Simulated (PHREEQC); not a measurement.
# Polishing slurry liquid: speciation

A solution holds 0.028 mol/kgw NH3, 0.0017 mol/kgw K2SO4 and 3.1e-06 mol/kgw CO2, at 25 °C. Closed to the air; pH follows from the charge balance.

The numbers come from PHREEQC with the ion-association model, wateq4f.dat.

Each row changes one thing in this solution. Precipitation was switched off in this run.

```
case                                               pH  ionic strength (mol/kgw)  NH4+ (mol/kgw)  KSO4- (mol/kgw)  NH4SO4- (mol/kgw)
----------------------------------------------  -----  ------------------------  --------------  ---------------  -----------------
as made                                         10.84                   0.00578        0.000747          2.85e-5            1.16e-5
diluted 5-fold with water                       10.48                   0.00133        0.000317          1.37e-6            1.17e-6
CO2 left out                                    10.84                   0.00578               …          2.85e-5            1.16e-5
0.0028 mol/kgw H2S added                        10.21                   0.00796         0.00295          2.67e-5            4.28e-5
NH3 replaced by (NH4)2SO4 at the same molality   5.50                    0.0765          0.0499         0.000208            0.00609
NH3 from 0.028 to 0.28 mol/kgw                  11.35                   0.00741         0.00240          2.71e-5            3.54e-5
K2SO4 from 0.0017 to 0.00017 mol/kgw            10.84                   0.00123        0.000722          3.43e-7            1.34e-6
0.00039 mol/kgw Na2CO3 added                    10.86                   0.00684        0.000718          2.78e-5            1.09e-5
diluted 2-fold with water                       10.69                   0.00305               …          7.84e-6                  …
```

Problem. What belongs in the gaps?

Solution. 
- CO2 left out, NH4+ (mol/kgw): 0.000745
- diluted 2-fold with water, NH4+ (mol/kgw): 0.000516
- diluted 2-fold with water, NH4SO4- (mol/kgw): 4.39e-6

The polysulfide entries of wateq4f.dat were taken out for this run.
